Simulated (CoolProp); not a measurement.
Vapour-liquid equilibrium of R125 (1) + ethanol (2) at 120 kPa; x and y are mole fractions of (1).

Values from CoolProp's multi-fluid Helmholtz-energy mixture model, Lemmon 2005 and Schroeder 2014; pair parameters Bell 2016.

**Question.** Give the bubble temperature and the first vapour's composition at x = 0.15, 0.45, 0.85. Is there an azeotrope?

**Answer.** x = 0.15: -21.3 °C, y = 0.998; x = 0.45: -37.0 °C, y = 1.000; x = 0.85: -42.0 °C, y = 1.000. No azeotrope shows between x = 0.05 and 0.95.

The pair parameters rest on a limited set of measurements; away from them the model extrapolates. With so large a gap from Raoult's law the liquid may split in two, which this calculation doesn't test in full.
